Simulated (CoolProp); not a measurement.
Decamethyltetrasiloxane (MD2M) along the isotherm 600 K: fugacity coefficient from the reference equation and from simpler models built on Tc = 599.4 K, pc = 11.44 bar, ω = 0.635; each cubic takes its own stable root.

Computed with CoolProp (reference Helmholtz-energy equation of state, Thol 2017).

```json
[
 {"p (bar)": "0.0904", "phase": "gas", "reference": "0.9975"},
 {"p (bar)": "0.171", "phase": "gas", "reference": "0.9952"},
 {"p (bar)": "0.325", "phase": "gas", "reference": "0.9909"},
 {"p (bar)": "0.616", "phase": "gas", "reference": "0.9828"},
 {"p (bar)": "1.17", "phase": "gas", "reference": "0.9675"},
 {"p (bar)": "2.21", "phase": "gas", "reference": "0.9389"},
 {"p (bar)": "4.2", "phase": "gas", "reference": "0.8847"},
 {"p (bar)": "7.96", "phase": "gas", "reference": "0.7822"},
 {"p (bar)": "15.1", "phase": "supercritical", "reference": "0.5439"},
 {"p (bar)": "28.6", "phase": "supercritical", "reference": "0.3429"}
]
```

How far does each simpler model (van der Waals, Redlich-Kwong, Soave-Redlich-Kwong, Peng-Robinson) lie from the reference over these 10 states: mean and median of the absolute difference, and the worst?


- van der Waals: mean 2.4 %, median 0.3 %, worst +14.7 % at 600 K and 28.6 bar
- Redlich-Kwong: mean 0.7 %, median 0.2 %, worst +3.5 % at 600 K and 28.6 bar
- Soave-Redlich-Kwong: mean 0.7 %, median 0.2 %, worst +3.7 % at 600 K and 28.6 bar
- Peng-Robinson: mean 1.5 %, median 0.9 %, worst -3.9 % at 600 K and 15.1 bar
